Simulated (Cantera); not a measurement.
Charge: 1 mol MgSO₄, 0.068 mol H₂O, 0.15 mol O₂, at 1523.15 K and 100000 Pa.

Equilibrium computed with Cantera from the NASA thermochemical tables; the gas is ideal and each condensed phase is pure. Candidate condensed phases: H₂O, H₂SO₄, Mg, MgO, Mg(OH)₂, MgS, MgSO₄, S; 26 gas species. Equilibrium is a limit: real reactors are often held back by kinetics, nucleation or transport.

Base state: SO₂ 0.574, O₂ 0.375, H₂O 0.0398, SO₃ 0.0117, OH 6.95e-5 (mole fractions); condensed: MgO(s).

Question: What changes in the equilibrium state with this change: temperature from 1523.15 K to 1848.15 K?

Answer: 
```
species       before     after
-----------  -------  --------
SO₂            0.574     0.580
O₂             0.375     0.377
H₂O           0.0398    0.0393
SO₃           0.0117   0.00318
SO           4.76e-7   3.16e-5
O            3.38e-6  0.000116
OH           6.95e-5  0.000664
MgO(s), mol     1.00     1.000
```

Question: What changes in the equilibrium state with this change: MgSO₄ replaced by CsOH?

Answer: 
```
species       before     after
-----------  -------  --------
CsOH               0     0.817
O₂             0.375     0.124
H₂O           0.0398    0.0562
SO₂            0.574         0
SO₃           0.0117         0
Cs₂(OH)₂           0   0.00301
Cs                 0  0.000419
CsO                0   3.08e-5
OH           6.95e-5   6.26e-5
MgO(s), mol     1.00         0
```
Further candidate phases: Cs, CsOH.
